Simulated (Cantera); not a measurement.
Input: 1 mol SiH4, 3.6 mol N2, 45 mol H2, held at 1725 K and 0.133 bar.

Method: chemical equilibrium by Gibbs-energy minimisation in Cantera with the NASA 1993 tables (ideal gas, pure condensed phases). Candidate condensed phases: Si, Si3N4; 18 gas species. Equilibrium is a limit: real reactors are often held back by kinetics, nucleation or transport.

Task: What is the equilibrium state?

Result: 
```
Quantity                              Value
--------------------------------  ---------
x(H2)                                 0.941
x(N2)                                0.0587
x(H)                               0.000493
x(SiH2)                             7.48e-6
x(Si)                               3.51e-6
x(SiH)                              1.78e-6
x(NH3)                              1.01e-6
n(Si3N4(s))                       0.333 mol
gas amount                        49.95 mol
log10 activity of Si(l) (absent)      -0.34
```
